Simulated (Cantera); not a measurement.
A perfectly stirred reactor is fed with CO : O2 : H2O : N2 = 0.011 : 0.0061 : 0.05 : 1 (molar parts), equivalence ratio 0.90, at 1.00 atm; it is held at 1025 K, and followed from long to short residence time.

Detailed kinetics in Cantera: GRI-Mech 3.0 (53 species, 325 reactions).

What does this change do: 0.0047 parts CH4 added?


| quantity | before | after |
|---|---|---|
| x(CO) at τ = 0.450 s | 0.00112 | 0.0103 |
| x(O2) at τ = 0.450 s | 0.00120 | 0.00569 |
| x(H2O) at τ = 0.450 s | 0.0469 | 0.0467 |
| x(HO2) at τ = 0.450 s | 9.27e-7 | 4.80e-9 |
| x(H2) at τ = 0.450 s | 0.000154 | 1.11e-6 |
| x(CO) at τ = 32.0 ms | 0.00548 | 0.0103 |
| x(O2) at τ = 32.0 ms | 0.00343 | 0.00569 |
| x(H2O) at τ = 32.0 ms | 0.0467 | 0.0467 |
| x(HO2) at τ = 32.0 ms | 2.68e-6 | 8.61e-10 |
| x(H2) at τ = 32.0 ms | 0.000251 | 1.28e-8 |

What does this change do: CO 0.011 to 0.0065 parts?


| quantity | before | after |
|---|---|---|
| x(CO) at τ = 0.450 s | 0.00112 | 0.00120 |
| x(O2) at τ = 0.450 s | 0.00120 | 0.00332 |
| x(H2O) at τ = 0.450 s | 0.0469 | 0.0471 |
| x(HO2) at τ = 0.450 s | 9.27e-7 | 1.90e-6 |
| x(H2) at τ = 0.450 s | 0.000154 | 6.87e-5 |
| x(CO) at τ = 32.0 ms | 0.00548 | 0.00392 |
| x(O2) at τ = 32.0 ms | 0.00343 | 0.00471 |
| x(H2O) at τ = 32.0 ms | 0.0467 | 0.0470 |
| x(HO2) at τ = 32.0 ms | 2.68e-6 | 3.19e-6 |
| x(H2) at τ = 32.0 ms | 0.000251 | 0.000132 |
